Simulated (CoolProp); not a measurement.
Vapour-liquid equilibrium of CH2F2 (R32) (1) + R142b (2) at 260.8 K; x and y are mole fractions of (1).

Computed with CoolProp (multi-fluid Helmholtz-energy mixture model, Tillner-Roth 1997 and Lemmon 2006; pair parameters Bell 2016).

```tsv
x	bubble pressure, mixture model (MPa)	bubble pressure, Raoult's law (MPa)	y, mixture model	y, Raoult's law
0.05	0.1164	0.1111	0.266	0.241
0.15	0.1727	0.1559	0.547	0.516
0.25	0.2278	0.2007	0.688	0.668
0.35	0.2793	0.2455	0.772	0.765
0.45	0.3261	0.2903	0.827	0.832
0.55	0.3683	0.3351	0.867	0.881
0.65	0.4069	0.3798	0.899	0.918
0.75	0.4434	0.4246	0.927	0.948
0.85	0.4794	0.4694	0.954	0.972
0.95	0.5168	0.5142	0.984	0.991
```

The largest gap from Raoult's law is +13.8 % in bubble pressure, at x = 0.35. No azeotrope shows between x = 0.05 and 0.95.

The pair parameters rest on a limited set of measurements; away from them the model extrapolates.
